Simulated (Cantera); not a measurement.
Feed: 1 mol B2H6, 29 mol H2, 1.3 mol N2, at 750 K and 0.130 bar.

Cantera equilibrium calculation (NASA polynomials, part measured and part estimated; ideal gas, pure solids and liquids). Candidate condensed phases: B, BN; 15 gas species. The feed counts by its element totals alone. N2 is the only nitrogen source here; it is nearly inert below about 1500 K, so the nitride shown seldom forms there in practice. Kinetics and transport are ignored.

Base state: H2 0.991, N2 0.00926, NH3 6.30e-5 (mole fractions); condensed: BN(s).

Task: What changes in the equilibrium state with this change: temperature from 750 K to 1925 K?

Result: 
| species | before | after |
|---|---|---|
| H2 | 0.991 | 0.988 |
| N2 | 0.00926 | 0.00930 |
| H | <1e-9 | 0.00264 |
| NH3 | 6.30e-5 | 2.82e-7 |
| BH2 | <1e-9 | 5.15e-5 |
| BN(s), mol | 2.00 | 2.00 |
The tables' values for BH2 are old estimates; treat these amounts as uncertain.
